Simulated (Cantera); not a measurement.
What does this Cantera script print?

```python
import numpy as np
import cantera as ct

gas = ct.Solution("gri30.yaml")
gas.TPX = 1325, 100000, {'CH4': 1, 'H2O': 1.6}
reactor = ct.IdealGasConstPressureReactor(gas, energy="off", clone=False)
net = ct.ReactorNet([reactor])
net.rtol, net.atol = 1e-08, 1e-18
show = ['CH4', 'H2O', 'O2', 'O', 'CH2', 'C2H']
times = np.geomspace(0.0003, 2, 10)

steps = ct.SolutionArray(gas, extra=["t"])
rows = []
print(f"{'t/s':>10s}{'T/K':>9s}{'P/Pa':>11s}" + "".join(f"{s:>11s}" for s in show))
for t in times:
    while net.time < t:
        t_next = net.step()
        steps.append(gas.state, t=t_next)
    rows.append([np.interp(t, steps.t, y) for y in (steps.T, steps.P, *steps(*show).X.T)])
    print(f"{t:10.3e}{rows[-1][0]:9.1f}{rows[-1][1]:11.4g}" + "".join(f"{x:11.3e}" for x in rows[-1][2:]))
rate = np.gradient(steps.T, steps.t)
print("integrator steps:", len(steps.t))
if steps.T.max() > steps.T[0] + 200:
    print(f"time of steepest temperature rise: {steps.t[rate.argmax()]:.4e} s")
gas.TPX = 1325, 100000, {'CH4': 1, 'H2O': 1.6}
gas.equilibrate("TP")
print(f"equilibrium (TP): T = {gas.T:.1f} K  " + "  ".join(f"{s} {gas[s].X[0]:.3e}" for s in show))
```

Result:

```
       t/s      T/K       P/Pa        CH4        H2O         O2          O        CH2        C2H
 3.000e-04   1325.0      1e+05  3.846e-01  6.154e-01  7.249e-20  1.636e-15  8.347e-13  3.323e-23
 7.980e-04   1325.0      1e+05  3.846e-01  6.154e-01  2.618e-18  8.001e-15  4.092e-12  4.455e-21
 2.123e-03   1325.0      1e+05  3.846e-01  6.154e-01  3.352e-17  1.591e-14  8.145e-12  2.196e-19
 5.646e-03   1325.0      1e+05  3.845e-01  6.154e-01  1.565e-16  1.844e-14  9.448e-12  3.729e-18
 1.502e-02   1325.0      1e+05  3.844e-01  6.154e-01  5.865e-16  2.354e-14  1.209e-11  5.407e-17
 3.995e-02   1325.0      1e+05  3.841e-01  6.154e-01  2.479e-15  3.569e-14  1.841e-11  1.027e-15
 1.063e-01   1325.0      1e+05  3.832e-01  6.152e-01  1.235e-14  5.757e-14  2.999e-11  2.464e-14
 2.827e-01   1325.0      1e+05  3.803e-01  6.144e-01  5.385e-14  7.278e-14  3.912e-11  4.334e-13
 7.519e-01   1325.0      1e+05  3.722e-01  6.113e-01  1.397e-13  6.614e-14  4.472e-11  3.471e-12
 2.000e+00   1325.0      1e+05  3.520e-01  6.022e-01  1.573e-13  4.945e-14  6.459e-11  1.344e-11
integrator steps: 776
equilibrium (TP): T = 1325.0 K  CH4 2.513e-05  H2O 1.125e-01  O2 5.141e-16  O 6.286e-15  CH2 1.282e-15  C2H 4.486e-20
```

Cantera simulation using GRI-Mech 3.0 (53 species, 325 reactions); the numbers are that mechanism's predictions, not measurements.
